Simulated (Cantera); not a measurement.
A Cantera script and its output.

```python
import numpy as np
import cantera as ct

gas = ct.Solution("gri30.yaml")
gas.TPX = 1125, 101325, {'C2H4': 1, 'O2': 2, 'N2': 12, 'H2O': 0.58}
reactor = ct.IdealGasConstPressureReactor(gas, energy="on", clone=False)
net = ct.ReactorNet([reactor])
net.rtol, net.atol = 1e-08, 1e-16
show = ['C2H4', 'O2', 'H2O', 'CO2', 'H2']
times = np.geomspace(5e-06, 0.4, 15)

steps = ct.SolutionArray(gas, extra=["t"])
rows = []
print(f"{'t/s':>10s}{'T/K':>9s}{'P/Pa':>11s}" + "".join(f"{s:>11s}" for s in show))
for t in times:
    while net.time < t:
        t_next = net.step()
        steps.append(gas.state, t=t_next)
    rows.append([np.interp(t, steps.t, y) for y in (steps.T, steps.P, *steps(*show).X.T)])
    print(f"{t:10.3e}{rows[-1][0]:9.1f}{rows[-1][1]:11.4g}" + "".join(f"{x:11.3e}" for x in rows[-1][2:]))
rate = np.gradient(steps.T, steps.t)
print("integrator steps:", len(steps.t))
if steps.T.max() > steps.T[0] + 200:
    print(f"time of steepest temperature rise: {steps.t[rate.argmax()]:.4e} s")
gas.TPX = 1125, 101325, {'C2H4': 1, 'O2': 2, 'N2': 12, 'H2O': 0.58}
gas.equilibrate("HP")
print(f"equilibrium (HP): T = {gas.T:.1f} K  " + "  ".join(f"{s} {gas[s].X[0]:.3e}" for s in show))
```

Result:

```
       t/s      T/K       P/Pa       C2H4         O2        H2O        CO2         H2
 5.000e-06   1125.0  1.013e+05  6.418e-02  1.284e-01  3.723e-02  2.644e-20  4.374e-10
 1.120e-05   1125.0  1.013e+05  6.418e-02  1.284e-01  3.723e-02  2.969e-19  9.803e-10
 2.508e-05   1125.0  1.013e+05  6.418e-02  1.284e-01  3.723e-02  2.618e-18  2.197e-09
 5.619e-05   1125.0  1.013e+05  6.418e-02  1.284e-01  3.723e-02  1.915e-17  4.925e-09
 1.258e-04   1125.0  1.013e+05  6.418e-02  1.284e-01  3.723e-02  1.278e-16  1.104e-08
 2.819e-04   1125.0  1.013e+05  6.418e-02  1.284e-01  3.723e-02  8.767e-16  2.476e-08
 6.314e-04   1125.0  1.013e+05  6.418e-02  1.284e-01  3.723e-02  7.420e-15  5.570e-08
 1.414e-03   1125.0  1.013e+05  6.418e-02  1.284e-01  3.723e-02  1.041e-13  1.276e-07
 3.168e-03   1125.0  1.013e+05  6.418e-02  1.284e-01  3.723e-02  1.318e-11  4.665e-07
 7.095e-03   2340.9  1.013e+05  7.365e-21  9.152e-05  1.133e-01  4.007e-02  3.966e-02
 1.589e-02   2346.7  1.013e+05  1.079e-20  5.948e-05  1.137e-01  4.005e-02  3.974e-02
 3.560e-02   2346.3  1.013e+05  1.089e-20  5.907e-05  1.137e-01  4.002e-02  3.977e-02
 7.973e-02   2345.8  1.013e+05  1.099e-20  5.871e-05  1.137e-01  4.000e-02  3.980e-02
 1.786e-01   2345.7  1.013e+05  1.103e-20  5.859e-05  1.137e-01  3.999e-02  3.981e-02
 4.000e-01   2345.7  1.013e+05  1.103e-20  5.858e-05  1.137e-01  3.999e-02  3.981e-02
integrator steps: 1938
time of steepest temperature rise: 4.3171e-03 s
equilibrium (HP): T = 2345.7 K  C2H4 1.200e-20  O2 5.858e-05  H2O 1.137e-01  CO2 3.999e-02  H2 3.981e-02
```

Computed with Cantera and GRI-Mech 3.0 (53 species, 325 reactions). GRI-Mech 3.0 was tuned for natural gas; its chemistry of ethylene as a main component is partial and can be far from experiment.
